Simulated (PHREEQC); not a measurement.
0.14 g of hydrous ferric oxide (600 m²/g; 0.2 weak and 0.005 strong sites per Fe, Dzombak-Morel constants, diffuse double layer) in 1 kg of water with 0.1 mol/kgw of an inert sodium salt and 3.5e-05 mol/kgw Na2SO4, at 25 °C; the pH is set by adding NaOH or the inert anion's acid. Oxygen is held at 0.21 atm. No CO2 enters from the air. Precipitation was switched off in this run.

The numbers come from PHREEQC with the ion-association model, wateq4f.dat.

```
pH   S sorbed (%)  surface charge σ (C/m²)  surface potential ψ (mV)
---  ------------  -----------------------  ------------------------
3            94.0                    0.290                       141
3.5          93.7                    0.281                       140
4            92.1                    0.259                         ?
4.5          87.6                        ?                       128
5            77.1                    0.179                       117
5.5          57.5                    0.137                       104
6            32.2                    0.102                        89
6.5          11.9                    0.071                        72
7             2.8                    0.044                        52
7.5           0.5                    0.022                        29
8               ?                    0.004                         5
8.5           0.0                   -0.014                       -19
9             0.0                   -0.034                       -42
```

Task: What belongs in the gaps?

Result: 
- 4, surface potential ψ (mV): 136
- 4.5, surface charge σ (C/m²): 0.224
- 8, S sorbed (%): 0.1

Complexes and solids missing from the database can't appear. The oxide is taken as insoluble; below pH 4 it would dissolve.
